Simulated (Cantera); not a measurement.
## Equilibrium for boron, boron nitride and boron oxide: BCl₃ + O₂

Charge: 1 mol BCl₃, a varied amount of O₂, at 410 Pa.

Cantera equilibrium calculation (NASA polynomials, part measured and part estimated; ideal gas, pure solids and liquids). Candidate condensed phases: B, B₂O₃; 18 gas species. The tables' values for BCl₂ are old estimates. Equilibrium is a limit: real reactors are often held back by kinetics, nucleation or transport.

Q: Map the stable condensed phases over T = 777, 827, 877, 927, 977, 1027, 1077, 1127, 1177, 1227, 1277, 1327, 1377, 1427 °C and n(O₂) in mol = 0.31, 0.51, 0.83, 1.4, 2.2, 3.6, 5.9.

A: 
```
T in °C \ n(O₂) in mol
         0.31 0.51 0.83  1.4  2.2  3.6  5.9
   1427     A    A    A    A    A    A    A
   1377     A    A    B    B    B    A    A
   1327     A    B    B    B    B    B    B
   1277     A    B    B    B    B    B    B
   1227     B    B    B    B    B    B    B
   1177     B    B    B    B    B    B    B
   1127     B    B    B    B    B    B    B
   1077     B    B    B    B    B    B    B
   1027     B    B    B    B    B    B    B
    977     B    B    B    B    B    B    B
    927     B    B    B    B    B    B    B
    877     B    B    B    B    B    B    B
    827     B    B    B    B    B    B    B
    777     B    B    B    B    B    B    B
```
A: gas only; B: B₂O₃.
